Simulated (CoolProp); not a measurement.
Properties of C2F6 (R116) along the isotherm 212.6 K.

Values from CoolProp's reference Helmholtz-energy equation of state, Lemmon 2006. It is a short technical equation, of lower accuracy than the large ones.

| p (MPa) | phase | density (kg/m³) | isothermal compressibility (1/MPa) | viscosity (µPa s) | conductivity (mW/(m K)) | fugacity coefficient |
|---|---|---|---|---|---|---|
| 3.81 | liquid | 1546 | [?] | 336 | 71.4 | 0.06927 |
| 7.62 | liquid | [?] | 0.003217 | 364 | 73.5 | 0.04193 |
| 11.4 | liquid | 1584 | 0.002879 | 391 | [?] | 0.03380 |
| 15.2 | liquid | 1601 | 0.002610 | 419 | 77.2 | 0.03054 |
| 19 | liquid | 1616 | 0.002390 | 448 | 78.9 | [?] |
| 22.9 | liquid | 1630 | 0.002204 | 479 | [?] | [?] |
| 26.7 | liquid | 1644 | 0.002050 | 509 | 82.0 | 0.03024 |
| 30.5 | liquid | 1656 | 0.001917 | 542 | 83.4 | 0.03168 |

**Question.** What belongs in the gaps?

**Answer.** 
- 3.81, isothermal compressibility (1/MPa): 0.003663
- 7.62, density (kg/m³): 1566
- 11.4, conductivity (mW/(m K)): 75.4
- 19, fugacity coefficient: 0.02938
- 22.9, conductivity (mW/(m K)): 80.5
- 22.9, fugacity coefficient: 0.02941

Viscosity comes from a separate model (Huber 2003), an estimate that may be off by 10 % or more. Thermal conductivity comes from a separate model (Huber 2003), an estimate that may be off by 10 % or more.
